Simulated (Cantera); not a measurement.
# Premixed flame

A freely propagating, adiabatic, planar premixed flame of 7.56 % CH4, 3.40 % H2, 18.7 % O2, 70.3 % N2, unburnt at 525 K and 100000 Pa; mixture-averaged transport, grid criteria slope 0.08 and curve 0.16, no radiation.

Model: GRI-Mech 3.0 (53 species, 325 reactions), integrated in Cantera. Burning velocities carry a grid error of a few per cent, more on coarse grids.

| z (mm) | T (K) | u (m/s) | x CH4 | x H2 | x O2 | x HCN | x OH | x C2H4 |
|---|---|---|---|---|---|---|---|---|
| -0.988 | 525 | 1.19 | 0.0757 | 0.0338 | 0.187 | <1e-8 | <1e-8 | <1e-8 |
| -0.659 | 526 | 1.19 | 0.0756 | 0.0334 | 0.187 | <1e-8 | <1e-8 | 2.55e-8 |
| -0.494 | 530 | 1.20 | 0.0755 | 0.0328 | 0.187 | <1e-8 | 1.15e-8 | 2.53e-7 |
| -0.329 | 566 | 1.28 | 0.0738 | 0.0314 | 0.185 | <1e-8 | 8.09e-7 | 3.65e-6 |
| -0.165 | 881 | 2.00 | 0.0575 | 0.0287 | 0.163 | 1.97e-7 | 5.82e-5 | 7.49e-5 |
| -0.0823 | 1273 | 2.91 | 0.0342 | 0.0270 | 0.127 | 6.32e-7 | 0.000411 | 0.000207 |
| 0 | 1664 | 3.83 | 0.00922 | 0.0228 | 0.0804 | 1.46e-6 | 0.00264 | 0.000172 |
| 0.0823 | 1836 | 4.23 | 0.000816 | 0.0160 | 0.0512 | 1.38e-6 | 0.00688 | 1.24e-5 |
| 0.165 | 1889 | 4.34 | 3.87e-5 | 0.0125 | 0.0404 | 5.86e-7 | 0.00916 | 2.30e-7 |
| 0.329 | 1950 | 4.46 | 1.24e-7 | 0.0113 | 0.0345 | 7.62e-8 | 0.0101 | <1e-8 |
| 0.659 | 2028 | 4.61 | <1e-8 | 0.0101 | 0.0310 | <1e-8 | 0.0101 | <1e-8 |
| 1.32 | 2113 | 4.77 | <1e-8 | 0.00792 | 0.0281 | <1e-8 | 0.00934 | <1e-8 |
| 2.63 | 2189 | 4.92 | <1e-8 | 0.00556 | 0.0253 | <1e-8 | 0.00799 | <1e-8 |
x: mole fraction of selected species; z is measured from the peak of heat release.

```json
{
  "laminar_burning_velocity": "119 cm/s",
  "thermal_thickness": "0.329 mm",
  "peak x(HCN)": "1.65e-6",
  "peak x(OH)": "0.0102",
  "peak x(C2H4)": "0.000246",
  "grid_points": "144"
}
```
